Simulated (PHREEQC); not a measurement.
Solution (85 °C): 0.014 mol/kgw H3PO4 and 0.00014 mol/kgw HCl. Closed to the air; pH follows from the charge balance.

Equilibrium calculation in PHREEQC: ion-association model, wateq4f.dat.

This is a speciation only: nothing precipitates in the calculation.

Question: Estimate the pH, ionic strength.

Answer: pH 2.25; ionic strength 0.00607 mol/kgw.

Question: In which forms is P present?

Answer: H3PO4 58 %, H2PO4- 42 % of the P.

Complexes and solids missing from the database can't appear. H3PO4, which wateq4f.dat lacks, is added to it with the constant of phreeqc.dat. Constants without temperature data keep their 25 °C values here.
